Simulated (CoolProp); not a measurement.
Vapour-liquid equilibrium of R134a (1) + R152A (2) at 185 K; x and y are mole fractions of (1).

Values from CoolProp's multi-fluid Helmholtz-energy mixture model, Tillner-Roth 1994 and Outcalt 1996; pair parameters Lemmon 2004.

Question: Give the bubble pressure and the first vapour's composition at x = 0.35, 0.575, 0.95. Is there an azeotrope?

Answer: x = 0.35: 0.001593 MPa, y = 0.316; x = 0.575: 0.001582 MPa, y = 0.600; x = 0.95: 0.001773 MPa, y = 0.968. y crosses x between x = 0.425 and 0.5: the model has an azeotrope there.

Pair parameters are fitted to limited data, so mixtures are less certain than the pure fluids.
